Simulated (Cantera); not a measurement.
A closed system holds: 1 mol PbO, 420 mol H2, 9 mol N2, 0.0038 mol H2O, equilibrated at 75.0 Torr.

Method: chemical equilibrium by Gibbs-energy minimisation in Cantera with the NASA 1993 tables (ideal gas, pure condensed phases). Candidate condensed phases: H2O, Pb, PbO, PbO2, Pb3O4; 27 gas species. The numbers say what is thermodynamically allowed, not how fast it happens.

### Question
Which condensed phases are stable at each of these points (T (K)): 700, 800, 900, 1000, 1100, 1200, 1300, 1400, 1500, 1600?

### Answer
```json
[
 {"T (K)": "700", "condensed phases": "Pb(l)", "Pb condensed (%)": "100.0"},
 {"T (K)": "800", "condensed phases": "Pb(l)", "Pb condensed (%)": "100.0"},
 {"T (K)": "900", "condensed phases": "Pb(l)", "Pb condensed (%)": "99.4"},
 {"T (K)": "1000", "condensed phases": "Pb(l)", "Pb condensed (%)": "93.1"},
 {"T (K)": "1100", "condensed phases": "Pb(l)", "Pb condensed (%)": "48.0"},
 {"T (K)": "1200", "condensed phases": "gas only", "Pb condensed (%)": "0.0"},
 {"T (K)": "1300", "condensed phases": "gas only", "Pb condensed (%)": "0.0"},
 {"T (K)": "1400", "condensed phases": "gas only", "Pb condensed (%)": "0.0"},
 {"T (K)": "1500", "condensed phases": "gas only", "Pb condensed (%)": "0.0"},
 {"T (K)": "1600", "condensed phases": "gas only", "Pb condensed (%)": "0.0"}
]
```

From 700 K to 1100 K the condensed part is Pb(l). From 1200 K to 1600 K nothing is condensed.
